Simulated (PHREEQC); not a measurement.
Consider water at 25 °C with 0.0094 mol/kgw HF, 0.69 mol/kgw NH4F and 0.86 mol/kgw H2SO4. It is in equilibrium with CO2 at log p = 0 (atm). Otherwise closed; pH follows from the charge balance.

Equilibrium calculation in PHREEQC: ion-association model, wateq4f.dat.

The pH comes out as 0.54. The ionic strength is 1.05 mol/kgw, the activity of water is 0.961 and the total alkalinity is -1730 meq/kg.

```json
[
 {"species": "HSO4-", "molality": "0.640", "activity": "0.397", "log γ": "-0.208"},
 {"species": "NH4+", "molality": "0.563", "activity": "0.450", "log γ": "-0.098"},
 {"species": "H+", "molality": "0.393", "activity": "0.291", "log γ": "-0.130"},
 {"species": "HF", "molality": "0.257", "activity": "0.327", "log γ": "0.105"},
 {"species": "H2F2", "molality": "0.219", "activity": "0.279", "log γ": "0.105"},
 {"species": "NH4SO4-", "molality": "0.127", "activity": "0.0811", "log γ": "-0.195"},
 {"species": "SO4-2", "molality": "0.0927", "activity": "0.0140", "log γ": "-0.821"},
 {"species": "CO2", "molality": "0.0267", "activity": "0.0340", "log γ": "0.105"}
]
```

No solid was allowed to form. Ionic strength above about 0.7 mol/kgw puts this run outside the model's range. Carbamate, which ammonia and carbonate form, is missing from the database. wateq4f.dat counts part of the HF as a dimer, H2F2, which phreeqc.dat doesn't know; its constant is uncertain.
